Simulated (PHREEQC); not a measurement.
Consider water at 25 °C with 0.0073 mol NaHSO4, 8.9e-05 mol K2HPO4 and 0.00091 mol KCl per kg of water. Closed to the air; pH follows from the charge balance.

Computed with PHREEQC (ion-association model, phreeqc.dat).

No solid was allowed to form.

Question: Predict the pH, specific conductance.

Answer: pH 2.31; specific conductance 3000 µS/cm.

Question: In which forms is S present?

Answer: SO4-2 74 %, HSO4- 24 %, NaSO4- 1.6 % of the S.
